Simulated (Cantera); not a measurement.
An isothermal, constant-pressure homogeneous reactor starts with H₂ : O₂ = 0.023 : 1 (molar parts), equivalence ratio 0.011, at 1425 K and 18.0 Torr.

Cantera simulation using GRI-Mech 3.0 (53 species, 325 reactions); the numbers are that mechanism's predictions, not measurements. Radical loss at walls, strong at low pressure, is not modelled.

One state of this run: x H₂ = 3.14e-6; x O₂ = 0.977; x H = 2.50e-6; x H₂O₂ = 5.09e-9; x H₂O = 0.0225; x OH = 0.000395; x O = 0.000285. x: mole fraction; the columns are a selection and need not sum to one.

Q: Which value of t (s) does it belong to?
A. 0.00149
B. 0.00369
C. 0.859
D. 0.0227

A: C, 0.859
